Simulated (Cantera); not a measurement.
# B + H2 + N2 + H2O (boron, boron nitride and boron oxide)

A closed system holds: 1 mol B, a varied amount of H2, 6.4 mol N2, 0.18 mol H2O, at 0.0110 bar.

Method: chemical equilibrium by Gibbs-energy minimisation in Cantera with the NASA 1993 tables (ideal gas, pure condensed phases). Candidate condensed phases: B, BN, B2O3, B3O3H3, H2O; 39 gas species. N2 is the only nitrogen source here; it is nearly inert below about 1500 K, so the nitride shown seldom forms there in practice. Mutual solubility and eutectic melting of coexisting phases are not modelled. Gases not in the tables: H3BO3. Rates play no part.

Stable condensed phases:

```
T in K \ n(H2) in mol
         1.1   2 3.3 5.7 9.7  17  28  49  83
   1925    A   A   A   A   A   A   A   A   A
   1875    A   A   A   A   A   A   A   A   A
   1825    A   A   A   A   A   A   A   A   A
   1775    A   A   A   A   A   A   A   A   A
   1725    A   A   A   A   A   A   A   A   A
   1675    A   A   A   A   A   A   A   A   A
   1625    A   A   A   A   A   A   A   A   A
   1575    A   A   A   A   A   A   A   A   A
   1525    B   A   A   A   A   A   A   A   A
   1475    B   B   B   A   A   A   A   A   A
   1425    B   B   B   B   B   A   A   A   A
   1375    B   B   B   B   B   B   A   A   A
   1325    B   B   B   B   B   B   B   A   A
```

A: BN; B: BN + B2O3.
